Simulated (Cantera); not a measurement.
Charge: 1 mol NaOH, 0.72 mol C, 1.3 mol O2, 0.94 mol H2, held at 2000 Pa.

These are equilibrium values from Cantera (NASA tables, ideal gas, pure condensed phases), not measurements of a reactor. Candidate condensed phases: C, C6H6, C7H8, C8H18, H2O, Na, NaOH, NaO2, Na2CO3, Na2O, Na2O2; 117 gas species. Rates play no part.

Problem. At 1452 °C, list the 5 most abundant gas species with their mole fractions, and the condensed phases.

Solution. H2O 0.365, CO2 0.238, NaOH 0.223, Na 0.108, O2 0.0632. Condensed: gas only.
